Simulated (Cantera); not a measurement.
A perfectly stirred reactor is fed with N2O : N2 = 1 : 0.12 (molar parts), at 0.132 atm; it is held at 1250 K, and followed from long to short residence time.

Cantera simulation using GRI-Mech 3.0 (53 species, 325 reactions); the numbers are that mechanism's predictions, not measurements. GRI-Mech 3.0 was tuned for natural gas; its chemistry of N2O as a main component is partial and can be far from experiment. The mechanism lacks the step 2 NO + O2 → 2 NO2, which can matter for NO2 below about 1400 K. The temperature is held fixed by assumption; the heat of reaction is taken as removed at once.

What does this change do: 0.0078 parts H2O added?


```tsv
quantity	before	after
x(N2O) at τ = 0.580 s	0.763	0.755
x(NO) at τ = 0.580 s	0.0112	0.0103
x(O) at τ = 0.580 s	3.80e-6	3.63e-6
x(NO2) at τ = 0.580 s	1.42e-5	0.000265
x(N2) at τ = 0.580 s	0.186	0.188
x(N2O) at τ = 5.00 ms	0.892	0.885
x(NO) at τ = 5.00 ms	0.000113	0.000111
x(O) at τ = 5.00 ms	3.80e-6	3.88e-6
x(NO2) at τ = 5.00 ms	1.46e-8	3.35e-6
x(N2) at τ = 5.00 ms	0.108	0.107
```

What does this change do: pressure from 0.132 atm to 0.484 atm?


```tsv
quantity	before	after
x(N2O) at τ = 0.580 s	0.763	0.563
x(NO) at τ = 0.580 s	0.0112	0.0272
x(O) at τ = 0.580 s	3.80e-6	3.41e-6
x(NO2) at τ = 0.580 s	1.42e-5	0.000133
x(N2) at τ = 0.580 s	0.186	0.309
x(N2O) at τ = 5.00 ms	0.892	0.888
x(NO) at τ = 5.00 ms	0.000113	0.000407
x(O) at τ = 5.00 ms	3.80e-6	3.74e-6
x(NO2) at τ = 5.00 ms	1.46e-8	5.58e-7
x(N2) at τ = 5.00 ms	0.108	0.110
```
